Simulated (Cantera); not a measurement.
Feed: 1 mol Al(CH₃)₃, 0.52 mol H₂O, 130 mol N₂, at 1625 °C and 22.0 mbar.

These are equilibrium values from Cantera (NASA tables, ideal gas, pure condensed phases), not measurements of a reactor. The feed counts by its element totals alone. Rates play no part.

```
species             before    after
----------------  --------  -------
N₂                   0.957    0.963
H₂                  0.0357   0.0373
CO                 0.00384  8.38e-6
HCN                0.00178  6.52e-7
Al                0.000838    <1e-9
H                 0.000996  1.49e-9
HNC                8.35e-5    <1e-9
C₂H₂ (acetylene)   1.34e-5    <1e-9
AlN(s), mol          0.885    0.654
C(graphite), mol      2.22     3.00
Al₂O₃(s), mol            0    0.173
```
Gas species are given as mole fractions.

Task: Which change was made?
A. temperature from 1625 °C to 702 °C
B. H₂O from 0.52 to 42 mol
C. H₂O from 0.52 to 16 mol
D. temperature from 1625 °C to 327 °C

Result: A, temperature from 1625 °C to 702 °C
